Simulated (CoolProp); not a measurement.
A Linde-Hampson liquefier for dry air: isothermal reversible compression at 250 K from 1 atm to 15 MPa, throttling to 1 atm, return gas leaving the recuperator 0 K below the feed. Each further row changes one setting.

The numbers come from the reference Helmholtz-energy equation of state, Lemmon 2000 in CoolProp. It is a pseudo-pure fit of the blend.

```csv
case,liquid yield per pass,compression work (kJ/kg of gas)
as stated,[?],351
high pressure 30 MPa,[?],[?]
warm-end temperature 280 K,[?],[?]
warm-end gap 5 K,[?],351
```

### Question
Fill in the missing entries.

### Answer

- as stated, liquid yield per pass: 0.113
- high pressure 30 MPa, liquid yield per pass: 0.165
- high pressure 30 MPa, compression work (kJ/kg of gas): 401
- warm-end temperature 280 K, liquid yield per pass: 0.081
- warm-end temperature 280 K, compression work (kJ/kg of gas): 398
- warm-end gap 5 K, liquid yield per pass: 0.101
